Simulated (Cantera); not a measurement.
Ignition delay

Mixture: 17.5 % CH3OH, 13.8 % O2, 51.8 % N2, 16.9 % CO2, equivalence ratio 1.9, at 3100000 Pa, adiabatic and at constant pressure. Ignition delay is the time to a rise of 400 K.

Detailed kinetics in Cantera: GRI-Mech 3.0 (53 species, 325 reactions). GRI-Mech 3.0 was tuned for natural gas; its chemistry of methanol as a main component is partial and can be far from experiment. The pressure lies above the range GRI-Mech 3.0 was tuned for (to about 10 atm).

```json
[
 {"T0 (K)": "1025", "delay (ms)": "20.6"},
 {"T0 (K)": "1075", "delay (ms)": "6.73"},
 {"T0 (K)": "1125", "delay (ms)": "2.43"},
 {"T0 (K)": "1175", "delay (ms)": "0.960"},
 {"T0 (K)": "1225", "delay (ms)": "0.410"},
 {"T0 (K)": "1275", "delay (ms)": "0.188"},
 {"T0 (K)": "1325", "delay (ms)": "0.0921"},
 {"T0 (K)": "1375", "delay (ms)": "0.0479"},
 {"T0 (K)": "1425", "delay (ms)": "0.0264"}
]
```

The apparent activation energy between 1325 and 1425 K is 200 kJ/mol.
